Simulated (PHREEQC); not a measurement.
HCl is added in steps, without added water, to 1 kg of water holding 1.3 mmol/kgw MnCl2 and 0.79 mmol/kgw NaBF4, at 25 °C. No oxygen is let in. No CO2 enters from the air. Solids allowed: Pyrochroite, Halite. Others were left out.

Base run: PHREEQC, ion-association model, wateq4f.dat. Each further column changes one thing. The table gives F- (mol/kgw).

```json
[
 {"HCl added (mol)": "0", "base": "0.00134", "database phreeqc.dat": "0.00134", "all activity coefficients set to 1": "0.00129", "metal-ligand complexes left out": "0.00135", "Debye-Hückel limiting law": "0.00135"},
 {"HCl added (mol)": "0.0012", "base": "0.000864", "database phreeqc.dat": "0.000866", "all activity coefficients set to 1": "0.000798", "metal-ligand complexes left out": "0.000867", "Debye-Hückel limiting law": "0.000875"},
 {"HCl added (mol)": "0.0024", "base": "0.000610", "database phreeqc.dat": "0.000612", "all activity coefficients set to 1": "0.000547", "metal-ligand complexes left out": "0.000611", "Debye-Hückel limiting law": "0.000621"},
 {"HCl added (mol)": "0.003", "base": "0.000529", "database phreeqc.dat": "0.000531", "all activity coefficients set to 1": "0.000470", "metal-ligand complexes left out": "0.000530", "Debye-Hückel limiting law": "0.000539"},
 {"HCl added (mol)": "0.0042", "base": "0.000417", "database phreeqc.dat": "0.000419", "all activity coefficients set to 1": "0.000364", "metal-ligand complexes left out": "0.000418", "Debye-Hückel limiting law": "0.000428"},
 {"HCl added (mol)": "0.0054", "base": "0.000345", "database phreeqc.dat": "0.000347", "all activity coefficients set to 1": "0.000297", "metal-ligand complexes left out": "0.000345", "Debye-Hückel limiting law": "0.000355"},
 {"HCl added (mol)": "0.0066", "base": "0.000295", "database phreeqc.dat": "0.000297", "all activity coefficients set to 1": "0.000251", "metal-ligand complexes left out": "0.000295", "Debye-Hückel limiting law": "0.000305"},
 {"HCl added (mol)": "0.0078", "base": "0.000258", "database phreeqc.dat": "0.000260", "all activity coefficients set to 1": "0.000217", "metal-ligand complexes left out": "0.000258", "Debye-Hückel limiting law": "0.000268"},
 {"HCl added (mol)": "0.009", "base": "0.000230", "database phreeqc.dat": "0.000231", "all activity coefficients set to 1": "0.000191", "metal-ligand complexes left out": "0.000230", "Debye-Hückel limiting law": "0.000239"},
 {"HCl added (mol)": "0.0096", "base": "0.000218", "database phreeqc.dat": "0.000220", "all activity coefficients set to 1": "0.000181", "metal-ligand complexes left out": "0.000218", "Debye-Hückel limiting law": "0.000227"},
 {"HCl added (mol)": "0.0108", "base": "0.000198", "database phreeqc.dat": "0.000200", "all activity coefficients set to 1": "0.000163", "metal-ligand complexes left out": "0.000198", "Debye-Hückel limiting law": "0.000207"},
 {"HCl added (mol)": "0.012", "base": "0.000182", "database phreeqc.dat": "0.000183", "all activity coefficients set to 1": "0.000148", "metal-ligand complexes left out": "0.000182", "Debye-Hückel limiting law": "0.000191"}
]
```

Real BF4- forms and hydrolyses slowly; the run takes it at equilibrium. phreeqc.dat and wateq4f.dat share most of their constants, so their agreement is no independent check.
